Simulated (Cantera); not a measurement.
A closed system holds: 1 mol (CH3)2SiCl2, 0.62 mol C3H8, 250 mol H2, held at 1602 °C and 0.0200 bar.

These are equilibrium values from Cantera (NASA tables, ideal gas, pure condensed phases), not measurements of a reactor. Candidate condensed phases: C, C6H6, C7H8, C8H18, Si, SiC; 109 gas species. The feed counts by its element totals alone. Kinetics and transport are ignored.

Base state: H2 0.987, HCl 0.00774, H 0.00461, C2H2 (acetylene) 0.000313, Cl 2.73e-5, Si 1.52e-5, CH4 1.18e-5 (mole fractions); condensed: C(graphite) + SiC(s).

What changes in the equilibrium state with this change: temperature from 1602 °C to 677 °C?


```json
[
 {"species": "H2", "before": "0.987", "after": "0.989"},
 {"species": "HCl", "before": "0.00774", "after": "0.00782"},
 {"species": "CH4", "before": "1.18e-5", "after": "0.00328"},
 {"species": "H", "before": "0.00461", "after": "3.91e-9"},
 {"species": "Si", "before": "1.52e-5", "after": "<1e-9"},
 {"species": "C2H2 (acetylene)", "before": "0.000313", "after": "<1e-9"},
 {"species": "Cl", "before": "2.73e-5", "after": "<1e-9"},
 {"species": "C(graphite), mol", "before": "2.70", "after": "2.02"},
 {"species": "SiC(s), mol", "before": "0.993", "after": "1.000"}
]
```
